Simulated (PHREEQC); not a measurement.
Consider water at 25 °C with 150 mmol/kgw NaHS, 18 mmol/kgw NaCl and 46 mmol/kgw MnCl2. Closed to the air; pH follows from the charge balance.

Model: ion-association model, wateq4f.dat, run in PHREEQC.

Question: The ionic strength comes out as 0.295 mol/kgw. What activity coefficients do OH-, Na+, Mn+2, MnCl+, Cl- get?

Answer: OH- 0.67, Na+ 0.72, Mn+2 0.29, MnCl+ 0.71, Cl- 0.68.

This is a speciation only: nothing precipitates in the calculation. The solution is supersaturated, for example in MnS(Green), Pyrochroite, so a real one may precipitate; this is no full list. Species that the database lacks are ignored. The polysulfide entries of wateq4f.dat were taken out for this run.
